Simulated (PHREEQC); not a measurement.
## Metal-bearing waste water: an equilibrium model

Solution (25 °C): 4 mmol/kgw CuSO4 and 0.82 mmol/kgw H2SO4. Closed to the air; pH follows from the charge balance.

Computed with PHREEQC (ion-association model, wateq4f.dat).

Each row changes one thing in this solution. Precipitation was switched off in this run.

```csv
case,pH,ionic strength (mol/kgw),SO4-2 (mol/kgw),HSO4- (mol/kgw)
as made,2.92,0.0142,0.00362,0.000299
0.00022 mol/kgw CO2 added,2.92,0.0142,0.00362,0.000299
diluted 2-fold with water,3.18,0.00771,0.00198,9.79e-5
CuSO4 replaced by ZnSO4 at the same molality,2.92,0.0138,0.00349,0.000292
diluted 100-fold with water,4.79,0.000183,4.78e-5,7.14e-8
H2SO4 from 0.00082 to 0.00164 mol/kgw,2.63,0.0158,0.00404,0.000644
H2SO4 left out,5.06,0.0126,0.00316,1.90e-6
```

Some of these states are supersaturated (in Brochantite, Antlerite, for instance).
